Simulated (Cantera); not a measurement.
Feed: 1 mol CuO, 9.6 mol HF, 0.32 mol H2, at 1427 °C and 0.0120 Torr.

Cantera equilibrium calculation (NASA polynomials, part measured and part estimated; ideal gas, pure solids and liquids). Candidate condensed phases: Cu, CuF2, CuO, Cu(OH)2, Cu2O, H2O; 27 gas species. Equilibrium is a limit: real reactors are often held back by kinetics, nucleation or transport.

Base state: HF 0.848, Cu 0.0820, H2O 0.0297, O2 0.0278, CuF 0.00701, OH 0.00189, O 0.00186, H 0.00110 (mole fractions); condensed: gas only.

**Question.** What changes in the equilibrium state with this change: pressure from 0.0120 Torr to 3.08 Torr?

**Answer.** 
```json
[
 {"species": "HF", "before": "0.848", "after": "0.827"},
 {"species": "CuF", "before": "0.00701", "after": "0.0703"},
 {"species": "H2O", "before": "0.0297", "after": "0.0646"},
 {"species": "Cu", "before": "0.0820", "after": "0.0230"},
 {"species": "O2", "before": "0.0278", "after": "0.0141"},
 {"species": "CuF2", "before": "8.67e-8", "after": "3.10e-5"},
 {"species": "H", "before": "0.00110", "after": "3.01e-5"},
 {"species": "O", "before": "0.00186", "after": "8.28e-5"},
 {"species": "Cu2", "before": "8.20e-7", "after": "1.66e-5"},
 {"species": "F", "before": "0.000102", "after": "1.43e-5"}
]
```

**Question.** What changes in the equilibrium state with this change: pressure from 0.0120 Torr to 1.80 Torr?

**Answer.** 
| species | before | after |
|---|---|---|
| HF | 0.848 | 0.829 |
| CuF | 0.00701 | 0.0636 |
| H2O | 0.0297 | 0.0610 |
| Cu | 0.0820 | 0.0294 |
| O2 | 0.0278 | 0.0156 |
| CuF2 | 8.67e-8 | 1.99e-5 |
| H | 0.00110 | 4.26e-5 |
| Cu2 | 8.20e-7 | 1.58e-5 |
